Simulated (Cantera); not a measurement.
Input (Python, Cantera) and output of one run.

```python
import numpy as np
import cantera as ct

gas_names = """
    B BH BH2 BH3 BN B2 H H2 N NH NH2 NH3 N2 N2H2 N2H4
""".split()
cond_names = """
    B(b) B(L) BN(s)
""".split()


# ... load() reads the species with a 1 bar reference pressure and builds the phases ...
atoms = {
    'B2H6': {'B': 2, 'H': 6},
    'N2': {'N': 2},
}
top_T = {'BN(s)': 3200}  # K; cautious upper limits of use, not melting points


# ... equilibrate(T, P, feed) seeds the gas with the atoms and calls Mixture.equilibrate('TP', solver="vcs", rtol=1e-11, max_steps=5000) ...
results = []
feed = {'B2H6': 1, 'N2': 0.91}  # mol
P = 18  # Pa
for T in [798, 898, 998, 1098, 1198, 1298, 1398, 1498, 1598, 1698, 1798, 1898, 1998]:
    mix = equilibrate(T, P, feed)
    results.append((T, P, feed, dict(zip(mix.species_names, mix.species_moles))))
    x = sorted(zip(gas.X, gas.species_names), reverse=True)
    print(f"T = {T:g} K  P = {P:g} Pa  gas = {mix.phase_moles(0):.4g} mol")
    print("   x: " + "  ".join(f"{s} {v:.3e}" for v, s in x if v > 1e-06))
    print("   condensed (mol): " + ("  ".join(f"{mix.phase(i).name} {mix.phase_moles(i):.4g}"
          for i in range(1, mix.n_phases) if mix.phase_moles(i) > 1e-12) or "none"))
```

It prints:

```
T = 798 K  P = 18 Pa  gas = 3 mol
   x: H2 1.000e+00
   condensed (mol): B(b) 0.18  BN(s) 1.82
T = 898 K  P = 18 Pa  gas = 3 mol
   x: H2 1.000e+00
   condensed (mol): B(b) 0.18  BN(s) 1.82
T = 998 K  P = 18 Pa  gas = 3 mol
   x: H2 1.000e+00
   condensed (mol): B(b) 0.18  BN(s) 1.82
T = 1098 K  P = 18 Pa  gas = 3 mol
   x: H2 1.000e+00  H 1.843e-06
   condensed (mol): B(b) 0.18  BN(s) 1.82
T = 1198 K  P = 18 Pa  gas = 3 mol
   x: H2 1.000e+00  H 1.417e-05
   condensed (mol): B(b) 0.18  BN(s) 1.82
T = 1298 K  P = 18 Pa  gas = 3 mol
   x: H2 9.999e-01  H 7.986e-05
   condensed (mol): B(b) 0.18  BN(s) 1.82
T = 1398 K  P = 18 Pa  gas = 3.001 mol
   x: H2 9.996e-01  H 3.526e-04  BH2 3.181e-06  N2 1.628e-06
   condensed (mol): B(b) 0.18  BN(s) 1.82
T = 1498 K  P = 18 Pa  gas = 3.002 mol
   x: H2 9.987e-01  H 1.280e-03  N2 2.870e-05  BH2 9.672e-06
   condensed (mol): B(b) 0.1801  BN(s) 1.82
T = 1598 K  P = 18 Pa  gas = 3.007 mol
   x: H2 9.957e-01  H 3.959e-03  N2 3.521e-04  BH2 2.547e-05
   condensed (mol): B(b) 0.182  BN(s) 1.818
T = 1698 K  P = 18 Pa  gas = 3.026 mol
   x: H2 9.860e-01  H 1.070e-02  N2 3.206e-03  BH2 5.930e-05  B 1.959e-06
   condensed (mol): B(b) 0.1992  BN(s) 1.801
T = 1798 K  P = 18 Pa  gas = 3.111 mol
   x: H2 9.515e-01  H 2.560e-02  N2 2.278e-02  BH2 1.221e-04  B 1.749e-05  BH 1.197e-06
   condensed (mol): B(b) 0.3213  BN(s) 1.678
T = 1898 K  P = 18 Pa  gas = 3.562 mol
   x: H2 8.157e-01  N2 1.314e-01  H 5.262e-02  BH2 2.057e-04  B 1.236e-04  BH 5.092e-06
   condensed (mol): B(b) 1.115  BN(s) 0.8842
T = 1998 K  P = 18 Pa  gas = 4.116 mol
   x: H2 6.793e-01  N2 2.211e-01  H 9.855e-02  B 7.162e-04  BH2 3.143e-04  BH 1.828e-05  BN 4.979e-06
   condensed (mol): B(b) 1.996
```

Method: chemical equilibrium by Gibbs-energy minimisation in Cantera with the NASA 1993 tables (ideal gas, pure condensed phases). The feed counts by its element totals alone. N2 is the only nitrogen source here; it is nearly inert below about 1500 K, so the nitride shown seldom forms there in practice. Mutual solubility and eutectic melting of coexisting phases are not modelled. The tables' values for BH2 are old estimates; treat these amounts as uncertain.
